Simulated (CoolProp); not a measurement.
Acetone at several states: fugacity coefficient from the reference equation and from simpler models built on Tc = 235.0 °C, pc = 4692 kPa, ω = 0.307; each cubic takes its own stable root.

Computed with CoolProp (reference Helmholtz-energy equation of state, Lemmon 2006). It is a short technical equation, of lower accuracy than the large ones.

```csv
T (°C),p (kPa),phase,reference
245.25,8200,supercritical,0.4392
75.15,1010,liquid,0.1760
-1.25,8570,liquid,0.001313
150.45,92.7,gas,0.9848
```

**Question.** How far does each simpler model (van der Waals, Redlich-Kwong, Soave-Redlich-Kwong, Peng-Robinson) lie from the reference over these 4 states: mean and median of the absolute difference, and the worst?

**Answer.** 
- van der Waals: mean 772.0 %, median 166.0 %, worst +2755.3 % at -1.25 °C and 8570 kPa
- Redlich-Kwong: mean 79.4 %, median 46.1 %, worst +224.9 % at -1.25 °C and 8570 kPa
- Soave-Redlich-Kwong: mean 3.6 %, median 2.0 %, worst +10.2 % at 245.25 °C and 8200 kPa
- Peng-Robinson: mean 2.6 %, median 2.7 %, worst +4.8 % at 245.25 °C and 8200 kPa
